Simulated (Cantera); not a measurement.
Gas mixture: 31.2 % N2, 68.8 % NO, at 100.0 Torr, frozen composition.

Cantera's kinetic-theory transport with the Lennard-Jones parameters of GRI-Mech 3.0, ideal gas; thermal conductivity in the multicomponent form. The composition is frozen, though it would react at the higher temperatures.

One state of this run: ρ (kg/m³) = 0.0471; cp (J/kg/K) = 1144; μ (µPa s) = 42.5; λ (mW/m/K) = 68.8; Pr = 0.707; D (cm²/s) C2H2 = 10.2; D (cm²/s) CH3 = 13.5; D (cm²/s) H2 = 44.4. D: mixture-averaged diffusion coefficient of that species in the mixture.

Q: Which value of T (K) does it belong to?
A) 700
B) 850
C) 1000
D) 1150

A: C, 1000
